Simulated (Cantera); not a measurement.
A closed system holds: 1 mol B₂O₃, 0.2 mol O₂, at 0.260 bar.

Cantera equilibrium calculation (NASA polynomials, part measured and part estimated; ideal gas, pure solids and liquids). Candidate condensed phases: B, B₂O₃; 10 gas species. Rates play no part.

### Question
Which condensed phases are stable at each of these points (T (K)): 1398, 1498, 1598, 1698, 1798, 1898, 1998, 2098, 2198?

### Answer
```csv
T (K),condensed phases,B condensed (%)
1398,B₂O₃(l),100.0
1498,B₂O₃(l),100.0
1598,B₂O₃(l),100.0
1698,B₂O₃(l),99.9
1798,B₂O₃(l),99.7
1898,B₂O₃(l),98.9
1998,B₂O₃(l),96.0
2098,B₂O₃(l),82.1
2198,gas only,0.0
```

From 1398 K to 2098 K the condensed part is B₂O₃(l). At 2198 K nothing is condensed.
